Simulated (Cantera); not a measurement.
What does this Cantera script print?

```python
import numpy as np
import cantera as ct

gas = ct.Solution("gri30.yaml")


def delay(T, t_max=10):
    gas.TPX = T, 2000000, {'CH4': 1, 'O2': 1.18, 'N2': 4.42}
    reactor = ct.IdealGasReactor(gas, clone=False)
    net = ct.ReactorNet([reactor])
    net.rtol, net.atol = 1e-8, 1e-16
    while net.time < t_max:
        t_old, T_old = net.time, reactor.T
        net.step()
        if reactor.T > T + 400:  # ignition: a rise of 400 K
            return t_old + (T + 400 - T_old) / (reactor.T - T_old) * (net.time - t_old)
    return np.nan


taus = []
for T in [1250, 1325, 1400, 1475, 1550, 1625, 1700, 1775, 1850, 1925]:
    taus.append(delay(T))
    print(f"T0 = {T:6g} K   tau = {taus[-1]:.4e} s")
```

Result:

```
T0 =   1250 K   tau = 1.4713e-03 s
T0 =   1325 K   tau = 6.4610e-04 s
T0 =   1400 K   tau = 2.9919e-04 s
T0 =   1475 K   tau = 1.4463e-04 s
T0 =   1550 K   tau = 7.2487e-05 s
T0 =   1625 K   tau = 3.7566e-05 s
T0 =   1700 K   tau = 2.0166e-05 s
T0 =   1775 K   tau = 1.1262e-05 s
T0 =   1850 K   tau = 6.5718e-06 s
T0 =   1925 K   tau = 4.0169e-06 s
```

Model: GRI-Mech 3.0 (53 species, 325 reactions), integrated in Cantera. The pressure lies above the range GRI-Mech 3.0 was tuned for (to about 10 atm).
